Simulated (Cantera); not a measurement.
Feed: 1 mol SiCl₄, 0.21 mol N₂, 14 mol H₂, equilibrated at 0.0100 bar.

These are equilibrium values from Cantera (NASA tables, ideal gas, pure condensed phases), not measurements of a reactor. Candidate condensed phases: NH₄Cl, Si, Si₃N₄; 28 gas species. N₂ is the only nitrogen source here; it is nearly inert below about 1500 K, so the nitride shown seldom forms there in practice. Gases not in the tables: Si₂H₆ and higher silanes. Kinetics and transport are ignored.

What share of the Si ends up in condensed phases as a function of T (K), at 1123, 1273, 1423, 1573, 1723, 1873, 2023?


```tsv
T (K)	Si condensed (%)	as
1123	31.5	Si₃N₄(s)
1273	31.3	Si₃N₄(s)
1423	24.9	Si₃N₄(s)
1573	0.0	-
1723	0.0	-
1873	2.6	Si(l)
2023	0.0	-
```
